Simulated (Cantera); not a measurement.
Charge: 1 mol borazine, 1.1 mol O2, 1.8 mol H2, at 75.0 Torr.

Cantera equilibrium calculation (NASA polynomials, part measured and part estimated; ideal gas, pure solids and liquids). Candidate condensed phases: B, BN, B2O3, B3O3H3, H2O; 39 gas species. The feed counts by its element totals alone. Mutual solubility and eutectic melting of coexisting phases are not modelled. Gases not in the tables: H3BO3. Rates play no part.

### Question
Which condensed phases are stable at each of these points (T (K)): 898, 1048, 1198, 1348, 1498, 1648, 1798, 1948?

### Answer
```json
[
 {"T (K)": "898", "condensed phases": "BN(s) + B2O3(l)", "B condensed (%)": "100.0"},
 {"T (K)": "1048", "condensed phases": "BN(s) + B2O3(l)", "B condensed (%)": "100.0"},
 {"T (K)": "1198", "condensed phases": "BN(s) + B2O3(l)", "B condensed (%)": "100.0"},
 {"T (K)": "1348", "condensed phases": "BN(s) + B2O3(l)", "B condensed (%)": "99.9"},
 {"T (K)": "1498", "condensed phases": "BN(s) + B2O3(l)", "B condensed (%)": "99.2"},
 {"T (K)": "1648", "condensed phases": "BN(s) + B2O3(l)", "B condensed (%)": "95.5"},
 {"T (K)": "1798", "condensed phases": "BN(s) + B2O3(l)", "B condensed (%)": "71.5"},
 {"T (K)": "1948", "condensed phases": "BN(s)", "B condensed (%)": "40.8"}
]
```

From 898 K to 1798 K the condensed part is BN(s) + B2O3(l). At 1948 K the condensed part is BN(s).
